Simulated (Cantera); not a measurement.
What does this Cantera script print?

```python
import numpy as np
import cantera as ct

gas_names = [...]  # 118 gases of nasa_gas.yaml made of C, Cl, F, H
cond_names = """
    C(gr) C6H6(L) C7H8(L) C8H18(L),n-octa
""".split()


# ... load() reads the species with a 1 bar reference pressure and builds the phases ...
atoms = {
    'CH3Cl': {'C': 1, 'H': 3, 'CL': 1},
    'HCl': {'H': 1, 'CL': 1},
    'F2': {'F': 2},
}
top_T = {'C(gr)': 4500}  # K; cautious upper limits of use, not melting points


# ... equilibrate(T, P, feed) seeds the gas with the atoms and calls Mixture.equilibrate('TP', solver="vcs", rtol=1e-11, max_steps=5000) ...
results = []
feed = {'CH3Cl': 1, 'HCl': 0.045, 'F2': 0.76}  # mol
T = 3450  # K
P = 100000  # Pa
mix = equilibrate(T, P, feed)
results.append((T, P, feed, dict(zip(mix.species_names, mix.species_moles))))
x = sorted(zip(gas.X, gas.species_names), reverse=True)
print(f"T = {T:g} K  P = {P:g} Pa  gas = {mix.phase_moles(0):.4g} mol")
print("   x: " + "  ".join(f"{s} {v:.3e}" for v, s in x if v > 0.0001))
print("   condensed (mol): " + ("  ".join(f"{mix.phase(i).name} {mix.phase_moles(i):.4g}"
      for i in range(1, mix.n_phases) if mix.phase_moles(i) > 1e-12) or "none"))
```

It prints:

```
T = 3450 K  P = 100000 Pa  gas = 3.47 mol
   x: HF 4.245e-01  CL 1.701e-01  H 1.407e-01  HCL 1.299e-01  H2 7.146e-02  C3 1.973e-02  C2H2,acetylene 1.378e-02  F 1.053e-02  C2H 8.110e-03  CF 2.715e-03  C2 2.190e-03  C 2.086e-03  C5 1.180e-03  C4H2 1.107e-03  C2HCL 8.686e-04  C4 2.059e-04  C2HF 1.406e-04  CH 1.316e-04  C2H2,vinylidene 1.062e-04
   condensed (mol): C(gr) 0.5611
```

These are equilibrium values from Cantera (NASA tables, ideal gas, pure condensed phases), not measurements of a reactor. The tables' values for CCl are old estimates; treat these amounts as uncertain.
